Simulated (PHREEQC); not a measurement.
Solution (25 °C): 160 mmol/kgw ZnSO4, 3.9 mmol/kgw KCl and 3.4 mmol/kgw FeSO4. Closed to the air; pH follows from the charge balance.

All values are PHREEQC results (ion-association model, phreeqc.dat), not measurements.

**Question.** The ionic strength comes out as 0.323 mol/kgw. What activity coefficients do Zn+2, ZnOH+, HSO4-, Cl-, SO4-2 get?

**Answer.** Zn+2 0.25, ZnOH+ 0.73, HSO4- 0.73, Cl- 0.68, SO4-2 0.24.

No solid was allowed to form. Species that the database lacks are ignored.
